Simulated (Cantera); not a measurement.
Cantera run, input and output.

```python
import numpy as np
import cantera as ct

gas = ct.Solution("gri30.yaml")
gas.TPX = 475, 790000, {'CH4': 1, 'H2': 0.42, 'O2': 2.43, 'N2': 9.13}
flame = ct.FreeFlame(gas, width=0.0094)
flame.set_refine_criteria(ratio=3, slope=0.08, curve=0.16)
flame.transport_model = "mixture-averaged"
flame.solve(loglevel=0, auto=True)
z, T = flame.grid, flame.T
thick = (T[-1] - T[0]) / np.gradient(T, z).max()
show = ['CH4', 'H2', 'O2', 'C2H2', 'C2H6', 'HCO']
print(f"laminar burning velocity  {flame.velocity[0] * 100:.3f} cm/s")
print(f"burnt temperature         {T[-1]:.1f} K")
print(f"thermal thickness         {thick * 1e3:.4f} mm")
print(f"grid points               {len(z)}")
z0 = z[flame.heat_release_rate.argmax()]
print(f"{'z/mm':>9s}{'T/K':>9s}{'u/(m/s)':>9s}" + "".join(f"{s:>11s}" for s in show))
rows = []
for k in (-3, -2, -1.5, -1, -0.5, -0.25, 0, 0.25, 0.5, 1, 2, 4, 8):
    zz = z0 + k * thick
    rows.append([k * thick, np.interp(zz, z, T), np.interp(zz, z, flame.velocity),
                 *(np.interp(zz, z, flame.X[gas.species_index(s)]) for s in show)])
    print(f"{rows[-1][0] * 1e3:9.3f}{rows[-1][1]:9.1f}{rows[-1][2]:9.3f}" + "".join(f"{x:11.3e}" for x in rows[-1][3:]))
```

Output:

```
laminar burning velocity  41.112 cm/s
burnt temperature         2290.8 K
thermal thickness         0.0817 mm
grid points               145
     z/mm      T/K  u/(m/s)        CH4         H2         O2       C2H2       C2H6        HCO
   -0.245    476.1    0.412  7.708e-02  3.117e-02  1.874e-01  8.398e-09  6.355e-08  5.079e-18
   -0.163    482.5    0.417  7.688e-02  2.926e-02  1.874e-01  7.694e-08  6.520e-07  2.166e-15
   -0.123    501.1    0.432  7.603e-02  2.707e-02  1.866e-01  3.586e-07  3.390e-06  1.149e-13
   -0.082    599.7    0.517  7.102e-02  2.311e-02  1.802e-01  2.796e-06  3.214e-05  4.475e-11
   -0.041   1043.2    0.903  4.759e-02  1.744e-02  1.426e-01  2.260e-05  3.134e-04  1.364e-07
   -0.020   1461.4    1.270  2.473e-02  1.451e-02  1.017e-01  5.299e-05  4.759e-04  4.400e-06
    0.000   1861.4    1.619  4.544e-03  1.065e-02  5.729e-02  8.026e-05  5.118e-05  1.633e-05
    0.020   2038.8    1.766  1.591e-04  6.424e-03  3.517e-02  7.105e-06  7.076e-08  2.977e-06
    0.041   2116.1    1.824  3.164e-06  4.729e-03  2.843e-02  1.302e-07  3.109e-11  1.141e-07
    0.082   2195.0    1.884  3.378e-09  3.308e-03  2.394e-02  1.140e-10  9.490e-17  1.070e-08
    0.163   2253.6    1.928  2.355e-13  1.965e-03  2.111e-02  7.999e-15  3.203e-23  2.346e-09
    0.327   2282.8    1.949  8.920e-15  1.198e-03  1.973e-02  3.404e-18  3.059e-27  6.380e-10
    0.654   2291.1    1.956  3.925e-16  9.706e-04  1.932e-02  8.919e-20  7.194e-29  3.669e-10
```

Computed with Cantera and GRI-Mech 3.0 (53 species, 325 reactions). Burning velocities carry a grid error of a few per cent, more on coarse grids.
